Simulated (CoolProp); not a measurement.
The numbers come from the reference Helmholtz-energy equation of state, Aleksandrov 2011 in CoolProp. It is a short technical equation, of lower accuracy than the large ones.

Q: Give the vapour pressure (kPa), liquid density (kg/m³), vapour density (kg/m³) of saturated n-undecane at 125.65, 131.45 °C.

A: 
| T (°C) | p (kPa) | liquid density (kg/m³) | vapour density (kg/m³) |
|---|---|---|---|
| 125.65 | 12.3 | 659 | 0.591 |
| 131.45 | 15.2 | 654 | 0.720 |
